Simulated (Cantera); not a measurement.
A perfectly stirred reactor is fed with 11.2 % CH₄, 18.7 % O₂, 70.1 % N₂, at 750 Torr; it is adiabatic with a 600 K inlet, and is followed from long to short residence time, starting on the burning branch (τ in s: 0.48, 0.17, 0.059, 0.021, 0.0073, 0.0025, 0.00089, 0.00031, 0.00011, 3.8e-05, 1.3e-05).

Model: GRI-Mech 3.0 (53 species, 325 reactions), integrated in Cantera.

One state of this run: T (K) = 2121; x CH₄ = 0.000289; x O₂ = 0.00787; x NO = 0.000234; x CH₂ = 1.18e-5; x CH₂O = 3.24e-5. x: mole fraction; the columns are a selection and need not sum to one.

Problem. Which value of τ (s) does it belong to?
(A) 0.021
(B) 0.00011
(C) 3.8e-5
(D) 0.00031

Solution. D, 0.00031
